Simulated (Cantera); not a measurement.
Input (Python, Cantera):

```python
import numpy as np
import cantera as ct

gas = ct.Solution("h2o2.yaml")
gas.TPX = 350, 340000, {'H2': 1, 'O2': 0.505, 'N2': 1.9}
flame = ct.FreeFlame(gas, width=0.017)
flame.set_refine_criteria(ratio=3, slope=0.08, curve=0.16)
flame.transport_model = "unity-Lewis-number"
flame.solve(loglevel=0, auto=True)
z, T = flame.grid, flame.T
thick = (T[-1] - T[0]) / np.gradient(T, z).max()
show = ['H2', 'O2', 'O', 'H2O2', 'OH', 'H2O']
print(f"laminar burning velocity  {flame.velocity[0] * 100:.3f} cm/s")
print(f"burnt temperature         {T[-1]:.1f} K")
print(f"thermal thickness         {thick * 1e3:.4f} mm")
print(f"grid points               {len(z)}")
z0 = z[flame.heat_release_rate.argmax()]
print(f"{'z/mm':>9s}{'T/K':>9s}{'u/(m/s)':>9s}" + "".join(f"{s:>11s}" for s in show))
rows = []
for k in (-3, -2, -1.5, -1, -0.5, -0.25, 0, 0.25, 0.5, 1, 2, 4, 8):
    zz = z0 + k * thick
    rows.append([k * thick, np.interp(zz, z, T), np.interp(zz, z, flame.velocity),
                 *(np.interp(zz, z, flame.X[gas.species_index(s)]) for s in show)])
    print(f"{rows[-1][0] * 1e3:9.3f}{rows[-1][1]:9.1f}{rows[-1][2]:9.3f}" + "".join(f"{x:11.3e}" for x in rows[-1][3:]))
```

Output:

```
laminar burning velocity  215.823 cm/s
burnt temperature         2442.4 K
thermal thickness         0.0724 mm
grid points               106
     z/mm      T/K  u/(m/s)         H2         O2          O       H2O2         OH        H2O
   -0.217    350.0    2.158  2.937e-01  1.483e-01  2.260e-10  3.723e-09  8.324e-13  1.033e-06
   -0.145    350.1    2.159  2.937e-01  1.483e-01  3.662e-09  5.677e-08  3.415e-11  1.577e-05
   -0.109    350.9    2.164  2.936e-01  1.483e-01  2.554e-08  3.803e-07  7.462e-10  1.061e-04
   -0.072    356.7    2.199  2.930e-01  1.479e-01  2.224e-07  2.845e-06  2.876e-08  8.176e-04
   -0.036    492.9    3.012  2.786e-01  1.405e-01  1.746e-05  3.746e-05  1.863e-05  1.756e-02
   -0.018    878.4    5.239  2.323e-01  1.173e-01  3.811e-04  4.998e-05  7.045e-04  6.966e-02
    0.000   1368.3    7.899  1.409e-01  7.449e-02  3.318e-03  1.442e-05  3.618e-03  1.605e-01
    0.018   1674.3    9.454  7.080e-02  3.985e-02  7.202e-03  4.433e-06  9.703e-03  2.271e-01
    0.036   1835.6   10.233  4.898e-02  2.680e-02  8.044e-03  2.706e-06  1.357e-02  2.528e-01
    0.072   2002.4   11.012  3.981e-02  2.004e-02  6.351e-03  1.527e-06  1.521e-02  2.709e-01
    0.145   2150.6   11.683  3.293e-02  1.570e-02  3.995e-03  9.542e-07  1.438e-02  2.869e-01
    0.290   2267.4   12.199  2.572e-02  1.202e-02  2.284e-03  6.623e-07  1.233e-02  3.013e-01
    0.579   2350.2   12.559  1.936e-02  9.132e-03  1.268e-03  4.811e-07  9.998e-03  3.127e-01
```

Model: the H2/O2 subset of GRI-Mech 3.0, which has no nitrogen chemistry, integrated in Cantera. The hydrogen kinetics of GRI-Mech 3.0 are dated; newer H2 mechanisms differ, most at raised pressure. Unity Lewis numbers drop preferential diffusion, which matters most where H2 and H carry the flame. Burning velocities carry a grid error of a few per cent, more on coarse grids.
